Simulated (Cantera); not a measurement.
An isothermal, constant-pressure homogeneous reactor starts with CH₄ : H₂ : H = 0.025 : 1 : 0.058 (molar parts), at 1448 K and 0.133 bar.

Model: GRI-Mech 3.0 (53 species, 325 reactions), integrated in Cantera. GRI-Mech 3.0 stops at C3 and has no aromatics, soot or wall deposition, so with more carbon than oxygen in the feed, carbon stays in small species such as C2H2 where larger ones or solid carbon would form.

x: mole fraction; the columns are a selection and need not sum to one.

```json
[
 {"t (s)": "0.000200", "x CH₄": "0.0201", "x H₂": "0.974", "x H": "0.00337", "x C₂H₆": "9.84e-5", "x CH₃": "0.00137", "x C₂H₂": "___"},
 {"t (s)": "0.000743", "x CH₄": "0.0210", "x H₂": "0.977", "x H": "0.000858", "x C₂H₆": "3.13e-5", "x CH₃": "0.000368", "x C₂H₂": "___"},
 {"t (s)": "0.00276", "x CH₄": "0.0212", "x H₂": "0.977", "x H": "0.000228", "x C₂H₆": "9.27e-6", "x CH₃": "9.92e-5", "x C₂H₂": "0.000944"},
 {"t (s)": "0.0102", "x CH₄": "0.0212", "x H₂": "0.977", "x H": "6.54e-5", "x C₂H₆": "2.53e-6", "x CH₃": "2.85e-5", "x C₂H₂": "0.00102"},
 {"t (s)": "0.0381", "x CH₄": "0.0212", "x H₂": "0.978", "x H": "2.70e-5", "x C₂H₆": "7.90e-7", "x CH₃": "1.18e-5", "x C₂H₂": "0.00108"},
 {"t (s)": "0.141", "x CH₄": "0.0212", "x H₂": "0.978", "x H": "2.35e-5", "x C₂H₆": "5.87e-7", "x CH₃": "1.02e-5", "x C₂H₂": "0.00115"},
 {"t (s)": "0.525", "x CH₄": "0.0211", "x H₂": "0.978", "x H": "2.35e-5", "x C₂H₆": "5.70e-7", "x CH₃": "1.02e-5", "x C₂H₂": "0.00120"},
 {"t (s)": "1.95", "x CH₄": "0.0208", "x H₂": "0.978", "x H": "2.36e-5", "x C₂H₆": "5.66e-7", "x CH₃": "1.01e-5", "x C₂H₂": "___"},
 {"t (s)": "7.25", "x CH₄": "0.0198", "x H₂": "0.978", "x H": "2.37e-5", "x C₂H₆": "5.52e-7", "x CH₃": "9.68e-6", "x C₂H₂": "___"},
 {"t (s)": "26.9", "x CH₄": "0.0172", "x H₂": "0.980", "x H": "2.42e-5", "x C₂H₆": "5.24e-7", "x CH₃": "8.59e-6", "x C₂H₂": "___"},
 {"t (s)": "100", "x CH₄": "0.0140", "x H₂": "0.981", "x H": "2.50e-5", "x C₂H₆": "5.08e-7", "x CH₃": "7.21e-6", "x C₂H₂": "___"}
]
```

### Question
Complete the blanks.

### Answer

- 0.000200, x C₂H₂: 0.000713
- 0.000743, x C₂H₂: 0.000845
- 1.95, x C₂H₂: 0.00134
- 7.25, x C₂H₂: 0.00178
- 26.9, x C₂H₂: 0.00297
- 100, x C₂H₂: 0.00444
